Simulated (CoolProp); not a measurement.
Vapour-liquid equilibrium of m-xylene (1) + n-nonane (2) at 501 K; x and y are mole fractions of (1).

Computed with CoolProp (multi-fluid Helmholtz-energy mixture model, Zhou 2012 and Lemmon 2006; pair parameters Bell 2016).

### Question
Give the bubble pressure and the first vapour's composition at x = 0.5, 0.65, 0.8. Is there an azeotrope?

### Answer
x = 0.5: 0.6502 MPa, y = 0.547; x = 0.65: 0.6681 MPa, y = 0.679; x = 0.8: 0.6795 MPa, y = 0.811. No azeotrope shows between x = 0.05 and 0.95.

Pair parameters are fitted to limited data, so mixtures are less certain than the pure fluids.
